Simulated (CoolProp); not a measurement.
Vapour-liquid equilibrium of n-heptane (1) + p-xylene (2) at 482.3 K; x and y are mole fractions of (1).

Values from CoolProp's multi-fluid Helmholtz-energy mixture model, Span 2003 and Zhou 2012; pair parameters Bell 2016.

**Question.** Give the bubble pressure and the first vapour's composition at x = 0.35, 0.575, 0.95. Is there an azeotrope?

**Answer.** x = 0.35: 741.9 kPa, y = 0.521; x = 0.575: 883.1 kPa, y = 0.713; x = 0.95: 1113 kPa, y = 0.968. No azeotrope shows between x = 0.05 and 0.95.

The pair parameters rest on a limited set of measurements; away from them the model extrapolates.
